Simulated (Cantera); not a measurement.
Feed: 1 mol trisilylamine, 3.4 mol N2, held at 1477 °C and 0.0530 bar.

These are equilibrium values from Cantera (NASA tables, ideal gas, pure condensed phases), not measurements of a reactor. Candidate condensed phases: Si, Si3N4; 18 gas species. The feed counts by its element totals alone. The numbers say what is thermodynamically allowed, not how fast it happens.

Base state: H2 0.702, N2 0.297, H 0.000847, Si 1.10e-5 (mole fractions); condensed: Si3N4(s).

What changes in the equilibrium state with this change: pressure from 0.0530 bar to 0.0150 bar?


```tsv
species	before	after
H2	0.702	0.702
N2	0.297	0.297
H	0.000847	0.00159
Si	1.10e-5	9.01e-5
SiH	2.81e-6	1.22e-5
SiH2	5.68e-6	1.32e-5
Si3N4(s), mol	1.000	1.000
```
Gases not in the tables: Si2H6 and higher silanes.
